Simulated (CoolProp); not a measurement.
A simple Rankine cycle with R236FA: condensing at 332.15 K, boiler at 1.94 MPa, turbine inlet 378.2 K, turbine efficiency 0.9, pump efficiency 0.6, no recuperator. Each further row changes one setting.

The numbers come from the reference Helmholtz-energy equation of state, Pan 2012 in CoolProp.

```tsv
case	thermal efficiency (%)	net work (kJ/kg)	heat in (kJ/kg)	turbine exit temperature (K)	volume ratio over the turbine
as stated	7.6	11.3	148	345.6	3.08
turbine inlet 398.2 K	7.6	13.2	174	369.3	2.87
condensing temperature 324.15 K	8.9	14.2	159	339.9	3.88
boiler pressure 1.36 MPa	5.2	8.28	161	360.7	1.93
turbine efficiency 0.8	6.6	9.84	148	347.0	3.11
```
